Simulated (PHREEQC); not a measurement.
A column of 0.1 m (40 cells, dispersivity 0.008 m, 3600 s a shift, diffusion coefficient 3e-10 m²/s) holds 0.063 eq of the database's cation exchanger X per kg of pore water, first in equilibrium with 0.63 mmol/kgw MgCl2, 82 mmol/kgw KBr, 2.2 mmol/kgw MnCl2 and 0.01 mmol/kgw HCl. It is flushed with 0.00044 mol CuCl2, 0.017 mol MnCl2 and 1e-05 mol HCl per kg of water, at 25 °C. Values are for the last cell. CO2 from the air is kept out. Precipitation was switched off in this run.

The series has 31 steps of pore volumes, from 0 to 6.013.

Model: ion-association model, phreeqc.dat, run in PHREEQC.

Problem. After how many pore volumes does Cu at the outlet first reach half of its feed value?

Solution. By 3.0 pore volumes.

Species that the database lacks are ignored.
